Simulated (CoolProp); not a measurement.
A single-stage vapour-compression cycle with hydrogen sulfide: evaporating at 202.15 K (dew point), condensing at 224.15 K (bubble point), superheat 5 K, subcooling 0 K, compressor efficiency 0.8, no pressure losses. Each further row changes one setting.

Computed with CoolProp (reference Helmholtz-energy equation of state, Lemmon 2006). It is a short technical equation, of lower accuracy than the large ones.

```
case                              cooling COP  pressure ratio  discharge temperature (K)  refrigerating effect (kJ/kg)  volumetric capacity (kJ/m³)
--------------------------------  -----------  --------------  -------------------------  ----------------------------  ---------------------------
as stated                                6.50            3.05                      289.0                           520                          595
evaporating temperature 207.15 K         8.85            2.31                      272.9                           524                          775
condensing temperature 219.15 K          8.61            2.42                      270.2                           530                          606
subcooling 5 K                           6.62            3.05                      289.0                           530                          606
superheat 15 K                           6.31            3.05                      302.8                           530                          577
compressor efficiency 0.7                5.69            3.05                      300.2                           520                          595
```
